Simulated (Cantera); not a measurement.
Cantera with NASA thermochemical tables; ideal gases at 1 bar, condensed phases pure. Values are per mole of reaction as written; species without (g) are pure solids or liquids, kept so even where they would boil at 1 bar.

2 SO3(g) ⇌ 2 SO2(g) + O2(g)

| T (K) | ΔH° (kJ) | ΔS° (J/K) | ΔG° (kJ) | log10 K |
|---|---|---|---|---|
| 2223 | ? | ? | ? | ? |
| 2323 | 184.3 | 178.4 | -230.1 | 5.17 |
| 2423 | 183.6 | 178.1 | -248.0 | 5.35 |
| 2523 | 182.9 | 177.8 | -265.8 | 5.50 |
| 2623 | ? | ? | ? | ? |
| 2723 | ? | ? | ? | ? |
| 2823 | ? | ? | ? | ? |
| 2923 | 180.4 | 176.9 | -336.7 | 6.02 |

Problem. What belongs in the gaps?

Solution. 
- 2223, ΔH° (kJ): 185.0
- 2223, ΔS° (J/K): 178.7
- 2223, ΔG° (kJ): -212.3
- 2223, log10 K: 4.99
- 2623, ΔH° (kJ): 182.2
- 2623, ΔS° (J/K): 177.6
- 2623, ΔG° (kJ): -283.5
- 2623, log10 K: 5.65
- 2723, ΔH° (kJ): 181.6
- 2723, ΔS° (J/K): 177.3
- 2723, ΔG° (kJ): -301.3
- 2723, log10 K: 5.78
- 2823, ΔH° (kJ): 181.0
- 2823, ΔS° (J/K): 177.1
- 2823, ΔG° (kJ): -319.0
- 2823, log10 K: 5.90
